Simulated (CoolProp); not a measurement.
Vapour-liquid equilibrium of benzene (1) + n-dodecane (2) at 143.75 °C; x and y are mole fractions of (1).

The numbers come from the multi-fluid Helmholtz-energy mixture model, Thol 2012 and Lemmon 2004; pair parameters Bell 2016 in CoolProp.

```json
[
 {"x": "0.05", "bubble pressure, mixture model (kPa)": "(withheld)", "bubble pressure, Raoult's law (kPa)": "37.22", "y, mixture model": "0.615", "y, Raoult's law": "0.687"},
 {"x": "0.125", "bubble pressure, mixture model (kPa)": "(withheld)", "bubble pressure, Raoult's law (kPa)": "74.68", "y, mixture model": "0.823", "y, Raoult's law": "0.856"},
 {"x": "0.2", "bubble pressure, mixture model (kPa)": "(withheld)", "bubble pressure, Raoult's law (kPa)": "112.1", "y, mixture model": "0.895", "y, Raoult's law": "0.913"},
 {"x": "0.275", "bubble pressure, mixture model (kPa)": "135.3", "bubble pressure, Raoult's law (kPa)": "149.6", "y, mixture model": "0.930", "y, Raoult's law": "0.941"},
 {"x": "0.35", "bubble pressure, mixture model (kPa)": "(withheld)", "bubble pressure, Raoult's law (kPa)": "187.1", "y, mixture model": "0.950", "y, Raoult's law": "0.957"},
 {"x": "0.425", "bubble pressure, mixture model (kPa)": "(withheld)", "bubble pressure, Raoult's law (kPa)": "224.5", "y, mixture model": "0.963", "y, Raoult's law": "0.969"},
 {"x": "0.5", "bubble pressure, mixture model (kPa)": "249.7", "bubble pressure, Raoult's law (kPa)": "262.0", "y, mixture model": "0.972", "y, Raoult's law": "0.977"},
 {"x": "0.575", "bubble pressure, mixture model (kPa)": "287.3", "bubble pressure, Raoult's law (kPa)": "299.4", "y, mixture model": "0.979", "y, Raoult's law": "0.983"},
 {"x": "0.65", "bubble pressure, mixture model (kPa)": "324.9", "bubble pressure, Raoult's law (kPa)": "336.9", "y, mixture model": "0.984", "y, Raoult's law": "0.987"},
 {"x": "0.725", "bubble pressure, mixture model (kPa)": "(withheld)", "bubble pressure, Raoult's law (kPa)": "374.4", "y, mixture model": "0.988", "y, Raoult's law": "0.991"},
 {"x": "0.8", "bubble pressure, mixture model (kPa)": "401.8", "bubble pressure, Raoult's law (kPa)": "411.8", "y, mixture model": "0.992", "y, Raoult's law": "0.994"},
 {"x": "0.875", "bubble pressure, mixture model (kPa)": "442.0", "bubble pressure, Raoult's law (kPa)": "449.3", "y, mixture model": "(withheld)", "y, Raoult's law": "0.997"},
 {"x": "0.95", "bubble pressure, mixture model (kPa)": "(withheld)", "bubble pressure, Raoult's law (kPa)": "486.7", "y, mixture model": "0.998", "y, Raoult's law": "0.999"}
]
```

### Question
What belongs in the gaps?

### Answer

- 0.05, bubble pressure, mixture model (kPa): 30.70
- 0.125, bubble pressure, mixture model (kPa): 62.53
- 0.2, bubble pressure, mixture model (kPa): 97.87
- 0.35, bubble pressure, mixture model (kPa): 173.5
- 0.425, bubble pressure, mixture model (kPa): 211.7
- 0.725, bubble pressure, mixture model (kPa): 362.9
- 0.875, y, mixture model: 0.995
- 0.95, bubble pressure, mixture model (kPa): 483.6

The largest gap from Raoult's law is -17.5 % in bubble pressure, at x = 0.05. No azeotrope shows between x = 0.05 and 0.95.

Pair parameters are fitted to limited data, so mixtures are less certain than the pure fluids.
